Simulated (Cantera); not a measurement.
Feed: 1 mol (CH3)2SiCl2, 4 mol H2, at 1600 °C and 0.133 bar.

Method: chemical equilibrium by Gibbs-energy minimisation in Cantera with the NASA 1993 tables (ideal gas, pure condensed phases). Candidate condensed phases: C, C6H6, C7H8, C8H18, Si, SiC; 109 gas species. The feed counts by its element totals alone. The tables' values for SiCl3, SiCl are old estimates; treat these amounts as uncertain. Kinetics and transport are ignored.

Base state: H2 0.756, HCl 0.235, SiCl2 0.00680, H 0.00154, Cl 0.000362, SiCl3 0.000249, C2H2 (acetylene) 0.000236, CH4 4.64e-5 (mole fractions); condensed: C(graphite) + SiC(s).

### Question
What changes in the equilibrium state with this change: temperature from 1600 °C to 1225 °C?

### Answer
| species | before | after |
|---|---|---|
| H2 | 0.756 | 0.754 |
| HCl | 0.235 | 0.243 |
| SiCl2 | 0.00680 | 0.00182 |
| SiCl | 1.24e-5 | 4.13e-8 |
| H | 0.00154 | 4.09e-5 |
| C(graphite), mol | 1.05 | 1.02 |
| SiC(s), mol | 0.943 | 0.978 |
The tables' values for SiCl3 are old estimates; treat these amounts as uncertain.
